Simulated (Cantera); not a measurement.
Input (Python, Cantera) and output of one run.

```python
import numpy as np
import cantera as ct

gas_names = """
    H HNO HNO2 HNO3 HO2 H2 H2O H2O2 N NH NH2 NH3 NH2OH NO NO2 NO3 N2 N2H2 N2H4 N2O O OH O2 O3 Si SiH
    SiH2 SiH3 SiH4 SiN SiO SiO2 Si2 Si2N Si3
""".split()
cond_names = """
    H2O(s) H2O(L) Si(cr) Si(L) SiO2(Lqz) SiO2(hqz) SiO2(L) Si2N2O(s) Si3N4(a)
""".split()


def load(file, names, dense=False):
    # The tables refer to 1 bar. Condensed volumes are neglected.
    table = {s.name: s for s in ct.Species.list_from_file(file)}
    out = []
    for n in names:
        d = dict(table[n].input_data)
        d["thermo"] = dict(d["thermo"], **{"reference-pressure": 1e5})
        if dense:
            d["equation-of-state"] = {"model": "constant-volume", "density": "1e6 g/cm^3"}
        out.append(ct.Species.from_dict(d))
    return out


gas = ct.Solution(thermo="ideal-gas", species=load("nasa_gas.yaml", gas_names))
cond = {s.name: ct.Solution(thermo="fixed-stoichiometry", species=[s], name=s.name)
        for s in load("nasa_condensed.yaml", cond_names, dense=True)}
atoms = {
    'SiH4': {'Si': 1, 'H': 4},
    'O2': {'O': 2},
    'H2': {'H': 2},
    'N2': {'N': 2},
}
top_T = {'Si2N2O(s)': 2100, 'Si3N4(a)': 2400}  # K; cautious upper limits of use, not melting points


def equilibrate(T, P, feed):
    n = {}
    for name, mol in feed.items():
        for a, k in atoms[name].items():
            n[a] = n.get(a, 0.0) + k * mol
    gas.TPX = T, P, n
    mass = sum(n.values()) * gas.mean_molecular_weight
    gas.equilibrate("TP")
    valid = [c for c in cond.values() if c.min_temp <= T <= top_T.get(c.name, c.max_temp)]
    mix = ct.Mixture([(gas, mass / gas.mean_molecular_weight)] + [(c, 0.0) for c in valid])
    mix.T, mix.P = T, P
    mix.equilibrate("TP", solver="vcs", rtol=1e-11, max_steps=5000)
    return mix


results = []
feed = {'SiH4': 1, 'O2': 0.23, 'H2': 0.53, 'N2': 0.00042}  # mol
P = 13000  # Pa
for T in [1675, 1725, 1775, 1825, 1875, 1925, 1975]:
    mix = equilibrate(T, P, feed)
    results.append((T, P, feed, dict(zip(mix.species_names, mix.species_moles))))
    x = sorted(zip(gas.X, gas.species_names), reverse=True)
    print(f"T = {T:g} K  P = {P:g} Pa  gas = {mix.phase_moles(0):.4g} mol")
    print("   x: " + "  ".join(f"{s} {v:.3e}" for v, s in x if v > 0.0001))
    print("   condensed (mol): " + ("  ".join(f"{mix.phase(i).name} {mix.phase_moles(i):.4g}"
          for i in range(1, mix.n_phases) if mix.phase_moles(i) > 1e-12) or "none"))
```

It prints:

```
T = 1675 K  P = 13000 Pa  gas = 2.716 mol
   x: H2 9.312e-01  SiO 6.843e-02  H 3.108e-04
   condensed (mol): Si(cr) 0.6765  SiO2(hqz) 0.1369  Si2N2O(s) 0.0003268
T = 1725 K  P = 13000 Pa  gas = 2.918 mol
   x: H2 8.667e-01  SiO 1.326e-01  H 4.796e-04  N2 1.042e-04
   condensed (mol): Si(L) 0.5762  SiO2(L) 0.03637  Si2N2O(s) 0.0001157
T = 1775 K  P = 13000 Pa  gas = 2.992 mol
   x: H2 8.453e-01  SiO 1.537e-01  H 7.381e-04  N2 1.403e-04
   condensed (mol): Si(L) 0.5399
T = 1825 K  P = 13000 Pa  gas = 2.992 mol
   x: H2 8.449e-01  SiO 1.537e-01  H 1.123e-03  N2 1.403e-04
   condensed (mol): Si(L) 0.5398
T = 1875 K  P = 13000 Pa  gas = 2.993 mol
   x: H2 8.444e-01  SiO 1.537e-01  H 1.671e-03  N2 1.402e-04
   condensed (mol): Si(L) 0.5396
T = 1925 K  P = 13000 Pa  gas = 2.994 mol
   x: H2 8.436e-01  SiO 1.536e-01  H 2.435e-03  N2 1.400e-04  Si 1.338e-04
   condensed (mol): Si(L) 0.5393
T = 1975 K  P = 13000 Pa  gas = 2.996 mol
   x: H2 8.425e-01  SiO 1.535e-01  H 3.483e-03  Si 2.487e-04  N2 1.398e-04
   condensed (mol): Si(L) 0.5389
```

Equilibrium computed with Cantera from the NASA thermochemical tables; the gas is ideal and each condensed phase is pure. Each liquid is taken as pure. Mutual solubility and eutectic melting of coexisting phases are not modelled. The tables hold silica as quartz up to 1696 K and as liquid above; real silica turns to tridymite and cristobalite and melts near 1996 K. Gases not in the tables: Si2H6 and higher silanes.
